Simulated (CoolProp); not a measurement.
Vapour-liquid equilibrium of carbon dioxide (1) + CHF3 (R23) (2) at 29.1 bar; x and y are mole fractions of (1).

The numbers come from the multi-fluid Helmholtz-energy mixture model, Span 1996 and Penoncello 2003; pair parameters Bell 2016 in CoolProp.

| x | bubble temperature (K) | y at the bubble point | dew temperature at overall composition x (K) | liquid density (mol/L) |
|---|---|---|---|---|
| 0.05 | 278.0 | 0.062 | 278.2 | 14.41 |
| 0.2 | 275.3 | 0.240 | 275.9 | 15.38 |
| 0.35 | 272.9 | 0.404 | 273.7 | 16.41 |
| 0.5 | 270.9 | 0.554 | 271.6 | 17.50 |
| 0.65 | 269.1 | 0.692 | 269.7 | 18.69 |
| 0.8 | 267.8 | 0.824 | 268.0 | 19.98 |
| 0.95 | 266.8 | 0.955 | 266.8 | 21.42 |

No azeotrope shows between x = 0.05 and 0.95.

Pair parameters are fitted to limited data, so mixtures are less certain than the pure fluids.
